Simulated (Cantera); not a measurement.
A perfectly stirred reactor is fed with CH3OH : O2 : N2 = 1 : 1.67 : 6.27 (molar parts), at 0.930 bar; it is adiabatic with a 700 K inlet, and is followed from long to short residence time, starting on the burning branch (τ in s: 0.16, 0.075, 0.035, 0.016, 0.0076, 0.0035, 0.0016, 0.00076, 0.00035, 0.00016, 7.7e-05).

Computed with Cantera and GRI-Mech 3.0 (53 species, 325 reactions). GRI-Mech 3.0 was tuned for natural gas; its chemistry of methanol as a main component is partial and can be far from experiment.

x: mole fraction; the columns are a selection and need not sum to one.

```json
[
 {"τ (s)": "0.16", "T (K)": "2343", "x CH3OH": "3.31e-7", "x O2": "0.0213", "x CH2O": "3.67e-7", "x C2H": "<1e-12", "x HCN": "[?]"},
 {"τ (s)": "0.075", "T (K)": "2340", "x CH3OH": "6.81e-7", "x O2": "0.0219", "x CH2O": "7.56e-7", "x C2H": "<1e-12", "x HCN": "[?]"},
 {"τ (s)": "0.035", "T (K)": "2331", "x CH3OH": "1.37e-6", "x O2": "0.0228", "x CH2O": "1.52e-6", "x C2H": "<1e-12", "x HCN": "3.97e-8"},
 {"τ (s)": "0.016", "T (K)": "2313", "x CH3OH": "2.70e-6", "x O2": "0.0241", "x CH2O": "2.97e-6", "x C2H": "<1e-12", "x HCN": "4.26e-8"},
 {"τ (s)": "0.0076", "T (K)": "2282", "x CH3OH": "4.90e-6", "x O2": "0.0257", "x CH2O": "5.36e-6", "x C2H": "<1e-12", "x HCN": "4.12e-8"},
 {"τ (s)": "0.0035", "T (K)": "2234", "x CH3OH": "8.78e-6", "x O2": "0.0279", "x CH2O": "9.44e-6", "x C2H": "<1e-12", "x HCN": "4.26e-8"},
 {"τ (s)": "0.0016", "T (K)": "2174", "x CH3OH": "1.57e-5", "x O2": "0.0304", "x CH2O": "1.65e-5", "x C2H": "1.94e-12", "x HCN": "[?]"},
 {"τ (s)": "0.00076", "T (K)": "2112", "x CH3OH": "2.80e-5", "x O2": "0.0329", "x CH2O": "2.84e-5", "x C2H": "6.46e-12", "x HCN": "[?]"},
 {"τ (s)": "0.00035", "T (K)": "2047", "x CH3OH": "5.39e-5", "x O2": "0.0357", "x CH2O": "5.24e-5", "x C2H": "2.52e-11", "x HCN": "[?]"},
 {"τ (s)": "0.00016", "T (K)": "1984", "x CH3OH": "0.000113", "x O2": "0.0392", "x CH2O": "0.000105", "x C2H": "1.04e-10", "x HCN": "[?]"},
 {"τ (s)": "7.7e-5", "T (K)": "1922", "x CH3OH": "0.000258", "x O2": "0.0444", "x CH2O": "0.000230", "x C2H": "3.90e-10", "x HCN": "[?]"}
]
```

### Question
Complete the blanks.

### Answer

- 0.16, x HCN: 1.96e-8
- 0.075, x HCN: 3.06e-8
- 0.0016, x HCN: 5.45e-8
- 0.00076, x HCN: 8.31e-8
- 0.00035, x HCN: 1.44e-7
- 0.00016, x HCN: 2.62e-7
- 7.7e-5, x HCN: 4.65e-7
